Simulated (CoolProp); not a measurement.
Computed with CoolProp (reference Helmholtz-energy equation of state, de Reuck 1993).

**Question.** Give the vapour pressure (MPa), liquid density (kg/m³), vapour density (kg/m³), enthalpy of vaporisation (kJ/kg) of saturated methanol at 85.05, 88.85, 100.25 °C.

**Answer.** 
```csv
T (°C),p (MPa),liquid density (kg/m³),vapour density (kg/m³),enthalpy of vaporisation (kJ/kg)
85.05,0.216,727,2.51,1060
88.85,0.246,723,2.85,1050
100.25,0.357,711,4.07,1020
```
